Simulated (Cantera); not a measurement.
A Cantera script and what it prints.

```python
import numpy as np
import cantera as ct

gas_names = """
    AL ALH ALO ALOH ALO2 ALO2H AL2 AL2O AL2O2 H HALO HO2 H2 H2O H2O2 O OH O2 O3
""".split()
cond_names = """
    AL(cr) AL(L) AL2O3(a) AL2O3(L) H2O(s) H2O(L)
""".split()


# ... load() reads the species with a 1 bar reference pressure and builds the phases ...
atoms = {
    'Al2O3': {'AL': 2, 'O': 3},
    'H2': {'H': 2},
    'H2O': {'H': 2, 'O': 1},
}
top_T = {}  # K; cautious upper limits of use, not melting points


# ... equilibrate(T, P, feed) seeds the gas with the atoms and calls Mixture.equilibrate('TP', solver="vcs", rtol=1e-11, max_steps=5000) ...
results = []
feed = {'Al2O3': 1, 'H2': 4.1, 'H2O': 1.1}  # mol
T = 925  # K
P = 1000  # Pa
mix = equilibrate(T, P, feed)
results.append((T, P, feed, dict(zip(mix.species_names, mix.species_moles))))
x = sorted(zip(gas.X, gas.species_names), reverse=True)
print(f"T = {T:g} K  P = {P:g} Pa  gas = {mix.phase_moles(0):.4g} mol")
print("   x: " + "  ".join(f"{s} {v:.3e}" for v, s in x if v > 0.001))
print("   condensed (mol): " + ("  ".join(f"{mix.phase(i).name} {mix.phase_moles(i):.4g}"
      for i in range(1, mix.n_phases) if mix.phase_moles(i) > 1e-12) or "none"))
```

Output:

```
T = 925 K  P = 1000 Pa  gas = 5.2 mol
   x: H2 7.885e-01  H2O 2.115e-01
   condensed (mol): AL2O3(a) 1
```

These are equilibrium values from Cantera (NASA tables, ideal gas, pure condensed phases), not measurements of a reactor.
